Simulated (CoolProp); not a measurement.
Vapour-liquid equilibrium of diethyl ether (1) + ethanol (2) at 0.387 MPa; x and y are mole fractions of (1).

Computed with CoolProp (multi-fluid Helmholtz-energy mixture model, Thol 2014 and Schroeder 2014; pair parameters Bell 2016).

```csv
x,bubble temperature (K),y at the bubble point,dew temperature at overall composition x (K),liquid density (mol/L)
0.05,384.9,0.178,388.6,14.64
0.125,378.3,0.374,386.4,14.01
0.2,___,0.509,384.2,13.39
0.275,368.7,0.602,381.7,12.81
0.35,365.5,0.669,379.1,12.24
0.425,362.9,0.719,376.3,11.71
0.5,360.8,0.759,373.3,11.21
0.575,359.0,0.793,370.0,10.74
0.65,___,0.825,366.4,10.30
0.725,356.1,0.856,362.5,___
0.8,354.8,0.889,358.7,___
0.875,353.5,0.926,355.3,9.165
0.95,352.4,0.968,352.8,8.843
```

Complete the blanks.


- 0.2, bubble temperature (K): 372.9
- 0.65, bubble temperature (K): 357.5
- 0.725, liquid density (mol/L): 9.893
- 0.8, liquid density (mol/L): 9.515

No azeotrope shows between x = 0.05 and 0.95.

Pair parameters are fitted to limited data, so mixtures are less certain than the pure fluids.
